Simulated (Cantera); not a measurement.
An isothermal, constant-pressure homogeneous reactor starts with N₂O : H₂ : N₂ = 1 : 0.034 : 9.6 (molar parts), at 1225 K and 0.0263 atm.

Detailed kinetics in Cantera: GRI-Mech 3.0 (53 species, 325 reactions). GRI-Mech 3.0 was tuned for natural gas; its chemistry of N2O as a main component is partial and can be far from experiment. Radical loss at walls, strong at low pressure, is not modelled. The mechanism lacks the step 2 NO + O2 → 2 NO2, which can matter for NO2 below about 1400 K. The temperature is held fixed by assumption; the heat of reaction is taken as removed at once.

x: mole fraction; the columns are a selection and need not sum to one.

```json
[
 {"t (s)": "0.00100", "x N₂O": "0.0940", "x H₂": "0.00320", "x NO₂": "<1e-12", "x H₂O₂": "<1e-12", "x O₂": "1.85e-7"},
 {"t (s)": "0.00313", "x N₂O": "0.0940", "x H₂": "0.00319", "x NO₂": "3.25e-12", "x H₂O₂": "1.05e-11", "x O₂": "1.10e-6"},
 {"t (s)": "0.00979", "x N₂O": "0.0940", "x H₂": "0.00313", "x NO₂": "6.97e-10", "x H₂O₂": "3.52e-10", "x O₂": "4.54e-6"},
 {"t (s)": "0.0306", "x N₂O": "0.0935", "x H₂": "…", "x NO₂": "2.08e-8", "x H₂O₂": "1.95e-9", "x O₂": "1.76e-5"},
 {"t (s)": "0.0959", "x N₂O": "0.0918", "x H₂": "…", "x NO₂": "1.64e-7", "x H₂O₂": "2.47e-9", "x O₂": "7.66e-5"},
 {"t (s)": "0.300", "x N₂O": "0.0902", "x H₂": "…", "x NO₂": "2.27e-6", "x H₂O₂": "1.61e-9", "x O₂": "0.000297"},
 {"t (s)": "0.939", "x N₂O": "0.0885", "x H₂": "…", "x NO₂": "1.00e-5", "x H₂O₂": "4.81e-10", "x O₂": "0.000977"},
 {"t (s)": "2.94", "x N₂O": "0.0837", "x H₂": "5.57e-8", "x NO₂": "1.57e-5", "x H₂O₂": "2.08e-10", "x O₂": "0.00302"},
 {"t (s)": "9.19", "x N₂O": "0.0705", "x H₂": "5.37e-8", "x NO₂": "1.59e-5", "x H₂O₂": "1.38e-10", "x O₂": "0.00870"},
 {"t (s)": "28.8", "x N₂O": "0.0414", "x H₂": "…", "x NO₂": "1.07e-5", "x H₂O₂": "1.24e-10", "x O₂": "0.0212"},
 {"t (s)": "90.0", "x N₂O": "0.00834", "x H₂": "…", "x NO₂": "4.04e-6", "x H₂O₂": "1.09e-10", "x O₂": "0.0354"}
]
```

Question: Some entries are withheld; supply them.

Answer: 
- 0.0306, x H₂: 0.00269
- 0.0959, x H₂: 0.00120
- 0.300, x H₂: 0.000155
- 0.939, x H₂: 4.36e-6
- 28.8, x H₂: 6.18e-8
- 90.0, x H₂: 7.34e-8
